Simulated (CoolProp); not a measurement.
The fluid at 293.15 K and 3.4 MPa is compressed adiabatically to 7.22 MPa with isentropic efficiency 0.85. The same conditions are run with several fluids, on thermodynamics alone (safety and materials aside).

Computed with CoolProp (reference Helmholtz-energy equation of state of each fluid (carbon dioxide: Span 1996; ethylene: Smukala 2000; methane: Setzmann 1991; carbon monoxide: Lemmon 2006)).

| fluid | work (kJ/kg) | final temperature (K) | final phase | final density (kg/m³) |
|---|---|---|---|---|
| carbon dioxide | 42.0 | 357.2 | gas | 136 |
| ethylene | 62.3 | 351.6 | supercritical | 93.6 |
| methane | 139 | 359.8 | supercritical | 40.7 |
| carbon monoxide | 86.4 | 376.8 | supercritical | 63.4 |
